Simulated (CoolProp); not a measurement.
The fluoroketone C6F12O (FK-5-1-12) along the isotherm 108.65 °C: Z from the reference equation and from simpler models built on Tc = 168.7 °C, pc = 18.69 bar, ω = 0.471; each cubic takes its own stable root.

Values from CoolProp's reference Helmholtz-energy equation of state, McLinden 2015.

```json
[
 {"p (bar)": "0.0296", "phase": "gas", "reference": "0.9991"},
 {"p (bar)": "0.0477", "phase": "gas", "reference": "0.9985"},
 {"p (bar)": "0.0771", "phase": "gas", "reference": "0.9975"},
 {"p (bar)": "0.125", "phase": "gas", "reference": "0.9960"},
 {"p (bar)": "0.201", "phase": "gas", "reference": "0.9936"},
 {"p (bar)": "0.325", "phase": "gas", "reference": "0.9896"},
 {"p (bar)": "0.526", "phase": "gas", "reference": "0.9830"},
 {"p (bar)": "0.849", "phase": "gas", "reference": "0.9723"},
 {"p (bar)": "1.37", "phase": "gas", "reference": "0.9547"},
 {"p (bar)": "2.22", "phase": "gas", "reference": "0.9247"},
 {"p (bar)": "3.58", "phase": "gas", "reference": "0.8726"},
 {"p (bar)": "5.78", "phase": "liquid", "reference": "0.04423"},
 {"p (bar)": "9.35", "phase": "liquid", "reference": "0.07116"}
]
```

Task: How far does each simpler model (Redlich-Kwong, Soave-Redlich-Kwong, Peng-Robinson) lie from the reference over these 13 states: mean and median of the absolute difference, and the worst?

Result: 
- Redlich-Kwong: mean 136.2 %, median 0.2 %, worst +1741.1 % at 108.65 °C and 5.78 bar
- Soave-Redlich-Kwong: mean 2.2 %, median 0.1 %, worst +13.8 % at 108.65 °C and 5.78 bar
- Peng-Robinson: mean 0.1 %, median 0.1 %, worst +0.3 % at 108.65 °C and 5.78 bar

At some of these states Redlich-Kwong gives the other phase, because its saturation line lies elsewhere.
